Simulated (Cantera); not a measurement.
An adiabatic, constant-pressure homogeneous reactor starts with 0.727 % C₃H₈, 9.82 % O₂, 89.5 % N₂, equivalence ratio 0.37, at 1125 K and 2.30 bar.

Cantera simulation using GRI-Mech 3.0 (53 species, 325 reactions); the numbers are that mechanism's predictions, not measurements. GRI-Mech 3.0 was tuned for natural gas; its chemistry of propane as a main component is partial and can be far from experiment.

x: mole fraction; the columns are a selection and need not sum to one.

| t (s) | T (K) | x C₃H₈ | x O₂ | x O | x CH₂O | x HCN |
|---|---|---|---|---|---|---|
| 1.00e-6 | 1125 | 0.00727 | 0.0982 | 6.68e-12 | 1.54e-12 | <1e-12 |
| 2.68e-6 | 1125 | 0.00727 | 0.0982 | 4.94e-11 | 1.16e-11 | <1e-12 |
| 7.20e-6 | 1125 | 0.00727 | 0.0982 | 1.34e-10 | 8.89e-11 | <1e-12 |
| 1.93e-5 | 1125 | 0.00727 | 0.0982 | 1.63e-10 | 7.09e-10 | <1e-12 |
| 5.18e-5 | 1125 | 0.00727 | 0.0982 | 1.93e-10 | (withheld) | <1e-12 |
| 0.000139 | 1125 | 0.00727 | 0.0982 | 3.17e-10 | (withheld) | <1e-12 |
| 0.000373 | 1125 | 0.00727 | 0.0982 | 9.11e-10 | (withheld) | <1e-12 |
| 0.00100 | 1125 | 0.00725 | 0.0982 | 2.10e-9 | (withheld) | <1e-12 |
| 0.00268 | 1125 | 0.00720 | 0.0981 | 2.25e-9 | (withheld) | <1e-12 |
| 0.00720 | 1125 | 0.00705 | 0.0981 | 2.95e-9 | (withheld) | <1e-12 |
| 0.0193 | 1127 | 0.00640 | 0.0977 | 8.35e-9 | (withheld) | <1e-12 |
| 0.0518 | 1546 | <1e-12 | 0.0614 | 1.29e-6 | <1e-12 | <1e-12 |
| 0.139 | 1546 | <1e-12 | 0.0614 | 1.21e-6 | <1e-12 | <1e-12 |
| 0.373 | 1546 | <1e-12 | 0.0614 | 1.21e-6 | <1e-12 | <1e-12 |
| 1.00 | 1546 | <1e-12 | 0.0614 | 1.21e-6 | <1e-12 | <1e-12 |

Q: Complete the blanks.

A: 
- 5.18e-5, x CH₂O: 5.87e-9
- 0.000139, x CH₂O: 5.45e-8
- 0.000373, x CH₂O: 6.07e-7
- 0.00100, x CH₂O: 5.69e-6
- 0.00268, x CH₂O: 2.30e-5
- 0.00720, x CH₂O: 7.28e-5
- 0.0193, x CH₂O: 0.000263
